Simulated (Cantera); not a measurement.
What does this Cantera script print?

```python
import numpy as np
import cantera as ct

gas = ct.Solution("gri30.yaml")
gas.TPX = 1248, 220000, {'CO': 0.0029, 'O2': 0.0052, 'H2O': 0.0029, 'N2': 1}
reactor = ct.IdealGasConstPressureReactor(gas, energy="off", clone=False)
net = ct.ReactorNet([reactor])
net.rtol, net.atol = 1e-08, 1e-18
show = ['CO', 'O2', 'H2O', 'N2O', 'HO2']
times = np.geomspace(0.0002, 10, 15)

steps = ct.SolutionArray(gas, extra=["t"])
rows = []
print(f"{'t/s':>10s}{'T/K':>9s}{'P/Pa':>11s}" + "".join(f"{s:>11s}" for s in show))
for t in times:
    while net.time < t:
        t_next = net.step()
        steps.append(gas.state, t=t_next)
    rows.append([np.interp(t, steps.t, y) for y in (steps.T, steps.P, *steps(*show).X.T)])
    print(f"{t:10.3e}{rows[-1][0]:9.1f}{rows[-1][1]:11.4g}" + "".join(f"{x:11.3e}" for x in rows[-1][2:]))
rate = np.gradient(steps.T, steps.t)
print("integrator steps:", len(steps.t))
if steps.T.max() > steps.T[0] + 200:
    print(f"time of steepest temperature rise: {steps.t[rate.argmax()]:.4e} s")
gas.TPX = 1248, 220000, {'CO': 0.0029, 'O2': 0.0052, 'H2O': 0.0029, 'N2': 1}
gas.equilibrate("TP")
print(f"equilibrium (TP): T = {gas.T:.1f} K  " + "  ".join(f"{s} {gas[s].X[0]:.3e}" for s in show))
```

Output:

```
       t/s      T/K       P/Pa         CO         O2        H2O        N2O        HO2
 2.000e-04   1248.0    2.2e+05  2.868e-03  5.143e-03  2.868e-03  1.606e-13  3.368e-11
 4.332e-04   1248.0    2.2e+05  2.868e-03  5.143e-03  2.868e-03  8.183e-13  2.650e-10
 9.382e-04   1248.0    2.2e+05  2.868e-03  5.143e-03  2.868e-03  6.243e-12  2.727e-09
 2.032e-03   1248.0    2.2e+05  2.868e-03  5.143e-03  2.868e-03  1.762e-10  8.173e-08
 4.401e-03   1248.0    2.2e+05  2.673e-03  5.029e-03  2.842e-03  6.340e-08  2.017e-06
 9.533e-03   1248.0    2.2e+05  1.216e-03  4.309e-03  2.832e-03  5.293e-07  1.747e-06
 2.065e-02   1248.0    2.2e+05  3.816e-04  3.899e-03  2.857e-03  8.269e-07  1.011e-06
 4.472e-02   1248.0    2.2e+05  9.501e-05  3.759e-03  2.867e-03  9.823e-07  4.128e-07
 9.686e-02   1248.0    2.2e+05  1.909e-05  3.722e-03  2.870e-03  1.014e-06  1.108e-07
 2.098e-01   1248.0    2.2e+05  3.179e-06  3.715e-03  2.872e-03  9.124e-07  2.235e-08
 4.544e-01   1248.0    2.2e+05  4.306e-07  3.714e-03  2.872e-03  6.651e-07  4.468e-09
 9.842e-01   1248.0    2.2e+05  4.069e-08  3.714e-03  2.872e-03  3.237e-07  1.289e-09
 2.132e+00   1248.0    2.2e+05  5.137e-09  3.714e-03  2.872e-03  7.219e-08  5.067e-10
 4.617e+00   1248.0    2.2e+05  2.049e-09  3.714e-03  2.872e-03  7.992e-09  2.544e-10
 1.000e+01   1248.0    2.2e+05  1.658e-09  3.714e-03  2.872e-03  4.745e-09  2.246e-10
integrator steps: 1422
equilibrium (TP): T = 1248.0 K  CO 1.658e-09  O2 3.694e-03  H2O 2.872e-03  N2O 4.712e-09  HO2 2.234e-10
```

Cantera simulation using GRI-Mech 3.0 (53 species, 325 reactions); the numbers are that mechanism's predictions, not measurements.
